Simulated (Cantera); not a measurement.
Hydrocarbon pyrolysis for carbon deposition

An isothermal, constant-pressure homogeneous reactor starts with 34.5 % C₃H₈, 65.5 % H₂, at 1725 K and 0.0132 atm.

Cantera simulation using GRI-Mech 3.0 (53 species, 325 reactions); the numbers are that mechanism's predictions, not measurements. GRI-Mech 3.0 was tuned for natural gas; its chemistry of propane as a main component is partial and can be far from experiment. GRI-Mech 3.0 stops at C3 and has no aromatics, soot or wall deposition, so with more carbon than oxygen in the feed, carbon stays in small species such as C2H2 where larger ones or solid carbon would form. Radical loss at walls, strong at low pressure, is not modelled.

```tsv
t (s)	x C₃H₈	x H₂	x C₂H₂	x C₂H₄	x C₂H₆	x H
0.000400	0.000716	0.532	0.0782	0.144	0.00339	0.00490
0.000815	7.35e-6	0.563	0.127	0.0964	0.00104	0.00261
0.00166	7.19e-7	0.585	0.158	0.0626	0.000386	0.00148
0.00338	1.89e-7	0.601	0.181	0.0372	0.000168	0.000936
0.00688	6.83e-8	0.613	0.198	0.0186	8.81e-5	0.000682
0.0140	3.91e-8	0.624	0.210	0.00686	6.17e-5	0.000605
0.0285	3.25e-8	0.636	0.216	0.00262	5.44e-5	0.000650
0.0581	2.16e-8	0.655	0.223	0.00174	4.14e-5	0.000715
0.118	9.37e-9	0.679	0.232	0.000997	2.37e-5	0.000782
0.241	2.68e-9	0.704	0.240	0.000467	1.03e-5	0.000884
0.491	4.88e-10	0.724	0.247	0.000210	3.24e-6	0.00103
1.00	5.66e-11	0.735	0.251	0.000125	7.54e-7	0.00121
```
x: mole fraction; the columns are a selection and need not sum to one.

Equilibrium at this temperature and pressure: C₃H₈ <1e-12, H₂ 0.744, C₂H₂ 0.254, C₂H₄ 0.000101, C₂H₆ 1.95e-9, H 0.00140 (gas phase only).
